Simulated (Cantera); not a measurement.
An isothermal, constant-pressure homogeneous reactor starts with 3.29 % CH4, 96.7 % H2, 0.0116 % N2, at 2275 K and 20.0 Torr.

Computed with Cantera and GRI-Mech 3.0 (53 species, 325 reactions). GRI-Mech 3.0 stops at C3 and has no aromatics, soot or wall deposition, so with more carbon than oxygen in the feed, carbon stays in small species such as C2H2 where larger ones or solid carbon would form. Radical loss at walls, strong at low pressure, is not modelled.

Q: Predict: x(CH4) at 1.00 s; x(H2) at 1.00 s; x(CH2) at 1.00 s; x(C2H) at 1.00 s; x(H) at 1.00 s; x(HCN) at 1.00 s.

A: 
```
Item                                                 Value
----------------  ----------------------------------------
x(CH4) at 1.00 s   1.08e-5 (gas-phase equilibrium 1.08e-5)
x(H2) at 1.00 s        0.934 (gas-phase equilibrium 0.934)
x(CH2) at 1.00 s   8.86e-7 (gas-phase equilibrium 8.90e-7)
x(C2H) at 1.00 s   3.54e-5 (gas-phase equilibrium 3.52e-5)
x(H) at 1.00 s       0.0506 (gas-phase equilibrium 0.0506)
x(HCN) at 1.00 s  2.42e-7 (gas-phase equilibrium 0.000209)
```
